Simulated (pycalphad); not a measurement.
Source of the numbers: pycalphad with the COST 507 light-alloy database (1999); pressure 1 atm. The data set is of 1999 and partly superseded. Amounts are mole fractions of atoms.

**Question.** Give the equilibrium state of Si-1.5Ti (at.%) at 1100 K.

**Answer.** diamond (Si), fraction 0.955, with <0.01 Ti at.%; SI2TI, fraction 0.045, with 33.3 Ti at.%.

**Question.** Give the equilibrium state of Si-1.5Ti (at.%) at 1650 K.

**Answer.** diamond (Si), fraction 0.894, with <0.01 Ti at.%; liquid, fraction 0.106, with 14.2 Ti at.%.

Database names, with the compositions (at.%) that they take in these runs: SI2TI: Si 67 Ti 33.
